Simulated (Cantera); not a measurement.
An isothermal, constant-pressure homogeneous reactor starts with CH₄ : H₂ = 0.017 : 1 (molar parts), at 1700 K and 0.0570 bar. Integrator tolerance rtol = 1e-08.

Model: GRI-Mech 3.0 (53 species, 325 reactions), integrated in Cantera. GRI-Mech 3.0 stops at C3 and has no aromatics, soot or wall deposition, so with more carbon than oxygen in the feed, carbon stays in small species such as C2H2 where larger ones or solid carbon would form.

Question: What does this change do: temperature 1700 to 1498 K?

Answer: 
| quantity | before | after |
|---|---|---|
| x(CH₄) at 200 s | 0.000633 (gas-phase equilibrium 0.000633) | 0.00439 (gas-phase equilibrium 0.00383) |
| x(H₂) at 200 s | 0.991 (gas-phase equilibrium 0.991) | 0.989 (gas-phase equilibrium 0.990) |
| x(C₂H₄) at 200 s | 2.15e-5 (gas-phase equilibrium 2.15e-5) | 9.68e-5 (gas-phase equilibrium 0.000101) |
| x(C₂H₂) at 200 s | 0.00788 (gas-phase equilibrium 0.00788) | 0.00596 (gas-phase equilibrium 0.00623) |
| x(C₂H₆) at 200 s | 2.74e-9 (gas-phase equilibrium 2.74e-9) | 5.57e-8 (gas-phase equilibrium 5.00e-8) |
| x(C₂H) at 200 s | 2.75e-8 (gas-phase equilibrium 2.75e-8) | 8.03e-10 (gas-phase equilibrium 8.44e-10) |
